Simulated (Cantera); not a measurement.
A freely propagating, adiabatic, planar premixed flame of H₂ : O₂ : N₂ = 1 : 0.217 : 0.817 (molar parts), equivalence ratio 2.3, unburnt at 373 K and 100000 Pa; mixture-averaged transport, grid criteria slope 0.08 and curve 0.16, no radiation.

Computed with Cantera and the H2/O2 subset of GRI-Mech 3.0, which has no nitrogen chemistry. Burning velocities carry a grid error of a few per cent, more on coarse grids.

### Question
Predict: laminar burning velocity; thermal thickness; peak x(O); peak x(HO₂); peak x(H).

### Answer
laminar burning velocity: 393 cm/s
thermal thickness: 0.373 mm
peak x(O): 0.00222
peak x(HO₂): 0.000408
peak x(H): 0.0685
